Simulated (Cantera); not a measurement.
A closed system holds: 1 mol Fe(CO)5, 2.9 mol O2, 0.11 mol H2, at 1025 K and 2900 Pa.

Method: chemical equilibrium by Gibbs-energy minimisation in Cantera with the NASA 1993 tables (ideal gas, pure condensed phases). Candidate condensed phases: C, C6H6, C7H8, C8H18, Fe, Fe(CO)5, FeO, Fe(OH)2, Fe(OH)3, Fe2O3, Fe3O4, H2O; 114 gas species. The tables' stoichiometric FeO is somewhat more stable than real wüstite, so its field is too wide. FeO: taken at fixed stoichiometry. Rates play no part.

Base state: CO2 0.919, CO 0.0590, H2O 0.0199, H2 0.00165 (mole fractions); condensed: FeO(s).

Question: What changes in the equilibrium state with this change: O2 from 2.9 to 0.58 mol?

Answer: 
```
species       before    after
-----------  -------  -------
CO            0.0590    0.785
CO2            0.919    0.193
H2           0.00165   0.0181
H2O           0.0199  0.00343
FeO(s), mol     1.00    0.156
Fe(α), mol         0    0.844
```
Mutual solubility and eutectic melting of coexisting phases are not modelled.
